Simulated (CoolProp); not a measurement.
trans-2-butene along the isotherm 446.8 K: density (kg/m³) from the reference equation and from simpler models built on Tc = 428.6 K, pc = 4.019 MPa, ω = 0.210; each cubic takes its own stable root.

Values from CoolProp's reference Helmholtz-energy equation of state, Lemmon 2005. It is a short technical equation, of lower accuracy than the large ones.

```
p (MPa)  phase  reference
-------  -----  ---------
0.223      gas      3.426
0.447      gas      6.992
0.67       gas      10.68
0.893      gas      14.51
1.12       gas      18.58
1.34       gas      22.70
1.56       gas      27.03
1.79       gas      31.78
2.01       gas      36.59
```

Problem. How far does each simpler model (van der Waals, Redlich-Kwong, Soave-Redlich-Kwong, Peng-Robinson) lie from the reference over these 9 states: mean and median of the absolute difference, and the worst?

Solution. 
- van der Waals: mean 1.1 %, median 1.1 %, worst -2.0 % at 446.8 K and 2.01 MPa
- Redlich-Kwong: mean 0.1 %, median 0.1 %, worst -0.3 % at 446.8 K and 2.01 MPa
- Soave-Redlich-Kwong: mean 0.3 %, median 0.3 %, worst -0.7 % at 446.8 K and 2.01 MPa
- Peng-Robinson: mean 0.8 %, median 0.8 %, worst +1.4 % at 446.8 K and 2.01 MPa
